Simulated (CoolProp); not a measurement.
Vapour-liquid equilibrium of n-hexane (1) + hexamethyldisiloxane (MM) (2) at 0.0543 bar; x and y are mole fractions of (1).

The numbers come from the multi-fluid Helmholtz-energy mixture model, Thol 2019 and Thol 2016; pair parameters Bell 2016 in CoolProp.

Q: Give the bubble temperature and the first vapour's composition at x = 0.65, 0.725, 0.875. Is there an azeotrope?

A: x = 0.65: 5.0 °C, y = 0.889; x = 0.725: 3.3 °C, y = 0.924; x = 0.875: 0.2 °C, y = 0.975. No azeotrope shows between x = 0.05 and 0.95.

Pair parameters are fitted to limited data, so mixtures are less certain than the pure fluids.
